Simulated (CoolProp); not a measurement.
Vapour-liquid equilibrium of R134a (1) + R152A (2) at -33.85 °C; x and y are mole fractions of (1).

Values from CoolProp's multi-fluid Helmholtz-energy mixture model, Tillner-Roth 1994 and Outcalt 1996; pair parameters Lemmon 2004.

Question: Give the bubble pressure and the first vapour's composition at x = 0.35, 0.8, 0.95. Is there an azeotrope?

Answer: x = 0.35: 0.6340 bar, y = 0.357; x = 0.8: 0.6702 bar, y = 0.829; x = 0.95: 0.6922 bar, y = 0.960. y crosses x between x = 0.2 and 0.275: the model has an azeotrope there.

The pair parameters rest on a limited set of measurements; away from them the model extrapolates.
